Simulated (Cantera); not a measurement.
An adiabatic, constant-volume homogeneous reactor starts with CH4 : O2 : N2 = 1 : 1.11 : 5.11 (molar parts), equivalence ratio 1.8, at 950 K and 10.0 bar. Integrator tolerance rtol = 1e-08.

Detailed kinetics in Cantera: GRI-Mech 3.0 (53 species, 325 reactions). Below about 1000 K GRI-Mech 3.0 lacks low-temperature oxidation paths.

**Question.** What does this change do: initial temperature 950 to 1175 K?

**Answer.** 
```tsv
quantity	before	after
temperature at 0.100 s	951 K	2575 K
equilibrium temperature	2390 K	2575 K
x(CH4) at 0.100 s	0.138 (gas-phase equilibrium 5.65e-9)	1.72e-9 (gas-phase equilibrium 1.92e-9)
x(O2) at 0.100 s	0.154 (gas-phase equilibrium 5.28e-7)	3.87e-6 (gas-phase equilibrium 3.87e-6)
x(H) at 0.100 s	1.74e-11 (gas-phase equilibrium 0.000977)	0.00237 (gas-phase equilibrium 0.00237)
x(C2H4) at 0.100 s	1.23e-7 (gas-phase equilibrium <1e-12)	<1e-12 (gas-phase equilibrium <1e-12)
x(H2O) at 0.100 s	5.95e-5 (gas-phase equilibrium 0.130)	0.131 (gas-phase equilibrium 0.131)
time of steepest temperature rise	not reached	10.0 ms
```
